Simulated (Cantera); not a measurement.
A perfectly stirred reactor is fed with H2 : O2 : N2 = 0.017 : 1 : 0.5 (molar parts), at 1330 Pa; it is held at 1400 K, and followed from long to short residence time.

Cantera simulation using GRI-Mech 3.0 (53 species, 325 reactions); the numbers are that mechanism's predictions, not measurements. Radical loss at walls, strong at low pressure, is not modelled.

x: mole fraction; the columns are a selection and need not sum to one.

```json
[
 {"τ (s)": "7.0", "x H2": "1.38e-5", "x O2": "0.656", "x N2O": "1.22e-8", "x H2O2": "4.72e-9", "x HO2": "1.49e-7", "x O": "0.00121", "x NO": "…"},
 {"τ (s)": "3.0", "x H2": "2.25e-5", "x O2": "0.655", "x N2O": "1.15e-8", "x H2O2": "6.08e-9", "x HO2": "2.01e-7", "x O": "0.00199", "x NO": "…"},
 {"τ (s)": "1.2", "x H2": "3.71e-5", "x O2": "0.654", "x N2O": "1.07e-8", "x H2O2": "7.61e-9", "x HO2": "2.67e-7", "x O": "0.00326", "x NO": "…"},
 {"τ (s)": "0.53", "x H2": "5.63e-5", "x O2": "0.653", "x N2O": "9.92e-9", "x H2O2": "8.88e-9", "x HO2": "3.26e-7", "x O": "0.00472", "x NO": "…"},
 {"τ (s)": "0.22", "x H2": "8.62e-5", "x O2": "0.651", "x N2O": "9.01e-9", "x H2O2": "1.00e-8", "x HO2": "3.82e-7", "x O": "0.00637", "x NO": "…"},
 {"τ (s)": "0.094", "x H2": "0.000133", "x O2": "0.650", "x N2O": "7.93e-9", "x H2O2": "1.10e-8", "x HO2": "4.25e-7", "x O": "0.00766", "x NO": "…"},
 {"τ (s)": "0.039", "x H2": "0.000227", "x O2": "0.650", "x N2O": "6.40e-9", "x H2O2": "1.22e-8", "x HO2": "4.62e-7", "x O": "0.00842", "x NO": "…"},
 {"τ (s)": "0.017", "x H2": "0.000415", "x O2": "0.649", "x N2O": "4.52e-9", "x H2O2": "1.39e-8", "x HO2": "5.00e-7", "x O": "0.00858", "x NO": "…"},
 {"τ (s)": "0.0070", "x H2": "0.000852", "x O2": "0.650", "x N2O": "2.53e-9", "x H2O2": "1.69e-8", "x HO2": "5.50e-7", "x O": "0.00819", "x NO": "…"}
]
```

Some entries are withheld; supply them.


- 7.0, x NO: 3.09e-7
- 3.0, x NO: 2.29e-7
- 1.2, x NO: 1.66e-7
- 0.53, x NO: 1.22e-7
- 0.22, x NO: 8.05e-8
- 0.094, x NO: 4.70e-8
- 0.039, x NO: 2.33e-8
- 0.017, x NO: 1.08e-8
- 0.0070, x NO: 4.44e-9
